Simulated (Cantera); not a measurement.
A freely propagating, adiabatic, planar premixed flame of 7.68 % CH4, 2.61 % C2H6, 18.8 % O2, 70.9 % N2, equivalence ratio 1.3, unburnt at 700 K and 760 Torr; mixture-averaged transport, grid criteria slope 0.08 and curve 0.16, no radiation.

Cantera simulation using GRI-Mech 3.0 (53 species, 325 reactions); the numbers are that mechanism's predictions, not measurements. Burning velocities carry a grid error of a few per cent, more on coarse grids.

Predict: laminar burning velocity; thermal thickness; peak x(C2H4); peak x(H2); peak x(HO2).


- laminar burning velocity: 154 cm/s
- thermal thickness: 0.311 mm
- peak x(C2H4): 0.00427
- peak x(H2): 0.0480
- peak x(HO2): 0.000213
